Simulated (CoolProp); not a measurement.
Vapour-liquid equilibrium of CHF3 (R23) (1) + propylene (2) at -53.65 °C; x and y are mole fractions of (1).

Model: multi-fluid Helmholtz-energy mixture model, Penoncello 2003 and Lemmon 2013; pair parameters Bell 2016, in CoolProp.

| x | bubble pressure (MPa) | y at the bubble point | dew pressure at overall composition x (MPa) | liquid density (mol/L) |
|---|---|---|---|---|
| 0.05 | 0.1325 | 0.439 | 0.08026 | 14.81 |
| 0.2 | 0.2499 | 0.728 | 0.09477 | 15.25 |
| 0.35 | 0.3133 | 0.802 | 0.1155 | 15.73 |
| 0.5 | 0.3475 | 0.837 | 0.1475 | 16.27 |
| 0.65 | 0.3698 | 0.863 | 0.2027 | 16.91 |
| 0.8 | 0.3895 | 0.896 | 0.3113 | 17.68 |
| 0.95 | 0.4078 | 0.962 | 0.4058 | 18.64 |

No azeotrope shows between x = 0.05 and 0.95.

Pair parameters are fitted to limited data, so mixtures are less certain than the pure fluids. With so large a gap from Raoult's law the liquid may split in two, which this calculation doesn't test in full.
